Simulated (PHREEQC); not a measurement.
Dissolve 0.01 mol/kgw Na2SeO3 and 0.0037 mol/kgw NaCl at 25 °C. Closed to the air; pH follows from the charge balance.

Equilibrium calculation in PHREEQC: ion-association model, wateq4f.dat.

This is a speciation only: nothing precipitates in the calculation.

Question: What pH, ionic strength does the model give?

Answer: pH 10.10; ionic strength 0.0336 mol/kgw.

Question: In which forms is Se present?

Answer: SeO3-2 99 %, HSeO3- 1.5 % of the Se.

Complexes and solids missing from the database can't appear.
